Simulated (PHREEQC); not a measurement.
Make-up at 28 °C: 2.9 mmol/kgw H2SO4, 2.9 mmol/kgw FeSO4 and 1.2 mmol/kgw NiSO4. Closed to the air; pH follows from the charge balance.

The numbers come from PHREEQC with the ion-association model, wateq4f.dat.

Question: The ionic strength comes out as 0.0185 mol/kgw. What activity coefficients do Ni+2, FeHSO4+, SO4-2, HSO4-, Fe+2 get?

Answer: Ni+2 0.58, FeHSO4+ 0.87, SO4-2 0.59, HSO4- 0.87, Fe+2 0.60.

No solid was allowed to form.
